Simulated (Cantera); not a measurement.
A closed system holds: 1 mol CsCl, 0.47 mol HF, 0.11 mol N2, held at 1725 K and 1.33 mbar.

Cantera equilibrium calculation (NASA polynomials, part measured and part estimated; ideal gas, pure solids and liquids). Candidate condensed phases: Cs, CsCl, CsF, NH4Cl; 32 gas species. Kinetics and transport are ignored.

Base state: CsCl 0.587, HF 0.253, N2 0.0695, CsF 0.0439, HCl 0.0403, Cl 0.00387, H2 0.00168, Cs 0.000307 (mole fractions); condensed: gas only.

Q: What changes in the equilibrium state with this change: temperature from 1725 K to 2075 K?

A: 
```csv
species,before,after
CsCl,0.587,0.545
HF,0.253,0.224
N2,0.0695,0.0681
Cl,0.00387,0.0286
CsF,0.0439,0.0676
HCl,0.0403,0.0462
H,0.000209,0.00634
F,3.54e-6,0.000103
```
